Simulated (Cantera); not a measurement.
Cantera run, input and output.

```python
import numpy as np
import cantera as ct

gas = ct.Solution("gri30.yaml")
gas.TPX = 1775, 1000000, {'CO': 1, 'H2': 1.2, 'O2': 0.786, 'N2': 2.95}
reactor = ct.IdealGasReactor(gas, energy="on", clone=False)
net = ct.ReactorNet([reactor])
net.rtol, net.atol = 1e-08, 1e-16
show = ['CO', 'H2', 'O2', 'NO', 'N2O', 'H', 'NO2']
times = np.geomspace(5e-06, 0.3, 16)

steps = ct.SolutionArray(gas, extra=["t"])
rows = []
print(f"{'t/s':>10s}{'T/K':>9s}{'P/Pa':>11s}" + "".join(f"{s:>11s}" for s in show))
for t in times:
    while net.time < t:
        t_next = net.step()
        steps.append(gas.state, t=t_next)
    rows.append([np.interp(t, steps.t, y) for y in (steps.T, steps.P, *steps(*show).X.T)])
    print(f"{t:10.3e}{rows[-1][0]:9.1f}{rows[-1][1]:11.4g}" + "".join(f"{x:11.3e}" for x in rows[-1][2:]))
rate = np.gradient(steps.T, steps.t)
print("integrator steps:", len(steps.t))
if steps.T.max() > steps.T[0] + 200:
    print(f"time of steepest temperature rise: {steps.t[rate.argmax()]:.4e} s")
gas.TPX = 1775, 1000000, {'CO': 1, 'H2': 1.2, 'O2': 0.786, 'N2': 2.95}
gas.equilibrate("UV")
print(f"equilibrium (UV): T = {gas.T:.1f} K  " + "  ".join(f"{s} {gas[s].X[0]:.3e}" for s in show))
```

Output:

```
       t/s      T/K       P/Pa         CO         H2         O2         NO        N2O          H        NO2
 5.000e-06   3297.1   1.69e+06  1.213e-01  3.827e-02  1.318e-02  2.622e-03  2.052e-06  1.746e-02  1.289e-06
 1.041e-05   3291.0  1.686e+06  1.217e-01  3.872e-02  1.237e-02  5.798e-03  2.104e-06  1.724e-02  2.771e-06
 2.168e-05   3282.2  1.682e+06  1.223e-01  3.933e-02  1.144e-02  9.656e-03  2.246e-06  1.701e-02  4.457e-06
 4.514e-05   3276.9  1.679e+06  1.226e-01  3.969e-02  1.092e-02  1.190e-02  2.372e-06  1.686e-02  5.379e-06
 9.400e-05   3276.1  1.678e+06  1.227e-01  3.975e-02  1.084e-02  1.224e-02  2.394e-06  1.684e-02  5.515e-06
 1.957e-04   3276.1  1.678e+06  1.227e-01  3.975e-02  1.084e-02  1.225e-02  2.394e-06  1.684e-02  5.517e-06
 4.076e-04   3276.1  1.678e+06  1.227e-01  3.975e-02  1.084e-02  1.225e-02  2.394e-06  1.684e-02  5.517e-06
 8.487e-04   3276.1  1.678e+06  1.227e-01  3.975e-02  1.084e-02  1.225e-02  2.394e-06  1.684e-02  5.517e-06
 1.767e-03   3276.1  1.678e+06  1.227e-01  3.975e-02  1.084e-02  1.225e-02  2.394e-06  1.684e-02  5.517e-06
 3.680e-03   3276.1  1.678e+06  1.227e-01  3.975e-02  1.084e-02  1.225e-02  2.394e-06  1.684e-02  5.517e-06
 7.663e-03   3276.1  1.678e+06  1.227e-01  3.975e-02  1.084e-02  1.225e-02  2.394e-06  1.684e-02  5.517e-06
 1.596e-02   3276.1  1.678e+06  1.227e-01  3.975e-02  1.084e-02  1.225e-02  2.394e-06  1.684e-02  5.517e-06
 3.323e-02   3276.1  1.678e+06  1.227e-01  3.975e-02  1.084e-02  1.225e-02  2.394e-06  1.684e-02  5.517e-06
 6.919e-02   3276.1  1.678e+06  1.227e-01  3.975e-02  1.084e-02  1.225e-02  2.394e-06  1.684e-02  5.517e-06
 1.441e-01   3276.1  1.678e+06  1.227e-01  3.975e-02  1.084e-02  1.225e-02  2.394e-06  1.684e-02  5.517e-06
 3.000e-01   3276.1  1.678e+06  1.227e-01  3.975e-02  1.084e-02  1.225e-02  2.394e-06  1.684e-02  5.517e-06
integrator steps: 1143
time of steepest temperature rise: 7.5923e-07 s
equilibrium (UV): T = 3276.1 K  CO 1.227e-01  H2 3.975e-02  O2 1.084e-02  NO 1.225e-02  N2O 2.394e-06  H 1.684e-02  NO2 5.517e-06
```

Model: GRI-Mech 3.0 (53 species, 325 reactions), integrated in Cantera. The hydrogen kinetics of GRI-Mech 3.0 are dated; newer H2 mechanisms differ, most at raised pressure. Above 3000 K some thermodynamic fits are extrapolated.
